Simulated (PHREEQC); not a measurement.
Copper plating or etch bath: speciation

A solution holds 0.15 mol Cu(NO3)2 and 0.28 mol HCl per kg of water, at 80 °C. Closed to the air; pH follows from the charge balance.

All values are PHREEQC results (ion-association model, wateq4f.dat), not measurements.

Each row changes one thing in this solution. No solid was allowed to form.

```csv
case,pH,ionic strength (mol/kgw)
as made,0.68,0.567
HCl replaced by MgCl2 at the same molality,3.99,1.07
Cu(NO3)2 replaced by Cd(NO3)2 at the same molality,0.68,0.462
0.12 mol/kgw H2SO4 added,0.53,0.697
HCl from 0.28 to 0.028 mol/kgw,1.68,0.453
HCl left out,3.51,0.450
temperature from 80 to 10 °C,0.67,0.707
temperature from 80 to 15 °C,0.67,0.701
HCl from 0.28 to 0.42 mol/kgw,0.51,0.671
```

The ionic strength passes 0.7 mol/kgw, the rough limit of the ion-association models, in HCl replaced by MgCl2 at the same molality; temperature from 80 to 10 °C; temperature from 80 to 15 °C. Some of these states are supersaturated (in Atacamite, for instance). Away from 25 °C the constants follow the database's enthalpies or fits; those with neither stay at their 25 °C values.
